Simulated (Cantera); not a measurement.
Feed: 1 mol BF3, 49 mol N2, 0.46 mol H2, at 1225 K and 4.28 Torr.

These are equilibrium values from Cantera (NASA tables, ideal gas, pure condensed phases), not measurements of a reactor. Candidate condensed phases: B, BN; 31 gas species. N2 is the only nitrogen source here; it is nearly inert below about 1500 K, so the nitride shown seldom forms there in practice. Rates play no part.

Base state: N2 0.971, BF3 0.0192, H2 0.00827, HF 0.00168 (mole fractions); condensed: BN(s).

**Question.** What changes in the equilibrium state with this change: H2 from 0.46 to 3.5 mol?

**Answer.** 
| species | before | after |
|---|---|---|
| N2 | 0.971 | 0.915 |
| H2 | 0.00827 | 0.0632 |
| BF3 | 0.0192 | 0.0172 |
| HF | 0.00168 | 0.00444 |
| BHF2 | 7.99e-6 | 2.07e-5 |
| BN(s), mol | 0.0281 | 0.0787 |
